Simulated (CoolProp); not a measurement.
Vapour-liquid equilibrium of propane (1) + isohexane (2) at 0.39 MPa; x and y are mole fractions of (1).

Computed with CoolProp (multi-fluid Helmholtz-energy mixture model, Lemmon 2009 and Lemmon 2006; pair parameters Bell 2016).

Q: Give the bubble temperature and the first vapour's composition at x = 0.5, 0.575, 0.725. Is there an azeotrope?

A: x = 0.5: 291.0 K, y = 0.966; x = 0.575: 285.9 K, y = 0.977; x = 0.725: 277.7 K, y = 0.989. No azeotrope shows between x = 0.05 and 0.95.

The pair parameters rest on a limited set of measurements; away from them the model extrapolates.
